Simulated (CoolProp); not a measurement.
The numbers come from the reference Helmholtz-energy equation of state, Span 1996 in CoolProp.

Question: For carbon dioxide, give the phase and the cv (kJ/(kg K)) at 575.2 K and 8850 kPa; 575.2 K and 11100 kPa.

Answer: 
- 575.2 K and 8850 kPa: supercritical; cv 0.888
- 575.2 K and 11100 kPa: supercritical; cv 0.892
